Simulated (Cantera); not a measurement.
An adiabatic, constant-volume homogeneous reactor starts with CH3OH : O2 : N2 = 1 : 0.833 : 9.17 (molar parts), equivalence ratio 1.8, at 1650 K and 960000 Pa. Integrator tolerance rtol = 1e-08.

Cantera simulation using GRI-Mech 3.0 (53 species, 325 reactions); the numbers are that mechanism's predictions, not measurements. GRI-Mech 3.0 was tuned for natural gas; its chemistry of methanol as a main component is partial and can be far from experiment.

### Question
What does this change do: initial temperature 1650 to 1700 K?

### Answer
```tsv
quantity	before	after
time of steepest temperature rise	10.5 µs	7.47 µs
temperature at 4.00 s	2549 K	2593 K
equilibrium temperature	2549 K	2593 K
x(CH3OH) at 4.00 s	<1e-12 (gas-phase equilibrium <1e-12)	<1e-12 (gas-phase equilibrium <1e-12)
x(O2) at 4.00 s	1.85e-5 (gas-phase equilibrium 1.85e-5)	2.81e-5 (gas-phase equilibrium 2.81e-5)
x(CH3) at 4.00 s	2.75e-11 (gas-phase equilibrium 3.09e-11)	2.69e-11 (gas-phase equilibrium 3.02e-11)
x(H) at 4.00 s	0.00171 (gas-phase equilibrium 0.00171)	0.00206 (gas-phase equilibrium 0.00206)
x(O) at 4.00 s	1.96e-5 (gas-phase equilibrium 1.96e-5)	2.98e-5 (gas-phase equilibrium 2.98e-5)
x(H2) at 4.00 s	0.0492 (gas-phase equilibrium 0.0492)	0.0490 (gas-phase equilibrium 0.0490)
x(NO) at 4.00 s	0.000231 (gas-phase equilibrium 0.000231)	0.000305 (gas-phase equilibrium 0.000305)
```

### Question
What does this change do: N2 9.17 to 6 parts?

### Answer
| quantity | before | after |
|---|---|---|
| time of steepest temperature rise | 10.5 µs | 8.21 µs |
| temperature at 4.00 s | 2549 K | 2783 K |
| equilibrium temperature | 2549 K | 2783 K |
| x(CH3OH) at 4.00 s | <1e-12 (gas-phase equilibrium <1e-12) | 1.23e-12 (gas-phase equilibrium 1.27e-12) |
| x(O2) at 4.00 s | 1.85e-5 (gas-phase equilibrium 1.85e-5) | 0.000123 (gas-phase equilibrium 0.000123) |
| x(CH3) at 4.00 s | 2.75e-11 (gas-phase equilibrium 3.09e-11) | 7.01e-11 (gas-phase equilibrium 7.92e-11) |
| x(H) at 4.00 s | 0.00171 (gas-phase equilibrium 0.00171) | 0.00458 (gas-phase equilibrium 0.00458) |
| x(O) at 4.00 s | 1.96e-5 (gas-phase equilibrium 1.96e-5) | 0.000131 (gas-phase equilibrium 0.000131) |
| x(H2) at 4.00 s | 0.0492 (gas-phase equilibrium 0.0492) | 0.0652 (gas-phase equilibrium 0.0652) |
| x(NO) at 4.00 s | 0.000231 (gas-phase equilibrium 0.000231) | 0.000799 (gas-phase equilibrium 0.000799) |

### Question
What does this change do: N2 9.17 to 23 parts?

### Answer
```
quantity                                                              before                                      after
---------------------------------  -----------------------------------------  -----------------------------------------
time of steepest temperature rise                                    10.5 µs                                    17.9 µs
temperature at 4.00 s                                                 2549 K                                     2107 K
equilibrium temperature                                               2549 K                                     2107 K
x(CH3OH) at 4.00 s                     <1e-12 (gas-phase equilibrium <1e-12)      <1e-12 (gas-phase equilibrium <1e-12)
x(O2) at 4.00 s                      1.85e-5 (gas-phase equilibrium 1.85e-5)    1.40e-7 (gas-phase equilibrium 1.40e-7)
x(CH3) at 4.00 s                   2.75e-11 (gas-phase equilibrium 3.09e-11)  3.11e-12 (gas-phase equilibrium 3.48e-12)
x(H) at 4.00 s                       0.00171 (gas-phase equilibrium 0.00171)  0.000143 (gas-phase equilibrium 0.000143)
x(O) at 4.00 s                       1.96e-5 (gas-phase equilibrium 1.96e-5)    1.53e-7 (gas-phase equilibrium 1.53e-7)
x(H2) at 4.00 s                        0.0492 (gas-phase equilibrium 0.0492)      0.0244 (gas-phase equilibrium 0.0244)
x(NO) at 4.00 s                    0.000231 (gas-phase equilibrium 0.000231)    8.80e-6 (gas-phase equilibrium 8.80e-6)
```
